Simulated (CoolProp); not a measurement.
Properties of oxygen along the isobar 129 bar (Tc = 154.6 K, pc = 50.46 bar, ω = 0.022).

Model: reference Helmholtz-energy equation of state, Schmidt 1985, in CoolProp. Above 300 K oxygen's equation is extrapolated.

| T (K) | phase | density (kg/m³) | cv (kJ/(kg K)) | Joule-Thomson coefficient (K/MPa) | viscosity (µPa s) | Prandtl number |
|---|---|---|---|---|---|---|
| 148.6 | liquid | 855.3 | 0.8100 | 0.1325 | 68.3 | 1.58 |
| 168.8 | supercritical | 685.2 | 0.8006 | 0.8689 | 45.1 | 1.77 |
| 189 | supercritical | 472.0 | 0.7883 | 2.196 | 29.6 | 1.70 |
| 209.2 | supercritical | 338.6 | 0.7468 | 2.736 | 23.9 | 1.25 |
| 229.4 | supercritical | 271.6 | 0.7176 | 2.657 | 22.6 | 1.03 |
| 249.6 | supercritical | 231.3 | 0.7014 | 2.425 | 22.6 | 0.931 |
| 269.8 | supercritical | 203.6 | 0.6924 | 2.172 | 23.1 | 0.873 |
| 290 | supercritical | 183.1 | 0.6877 | 1.934 | 23.8 | 0.837 |
| 310.2 | supercritical | 167.1 | 0.6858 | 1.718 | 24.5 | 0.814 |
| 330.4 | supercritical | 154.0 | 0.6858 | 1.524 | 25.4 | 0.796 |
| 350.6 | supercritical | 143.2 | 0.6873 | 1.351 | 26.2 | 0.783 |
| 370.8 | supercritical | 134.0 | 0.6898 | 1.197 | 27.1 | 0.773 |
| 391 | supercritical | 126.0 | 0.6933 | 1.058 | 28.0 | 0.766 |
| 411.2 | supercritical | 119.1 | 0.6975 | 0.9340 | 28.8 | 0.761 |
| 431.4 | supercritical | 112.9 | 0.7022 | 0.8219 | 29.7 | 0.757 |

Viscosity comes from a separate model (Lemmon 2004). Thermal conductivity comes from a separate model (Lemmon 2004).
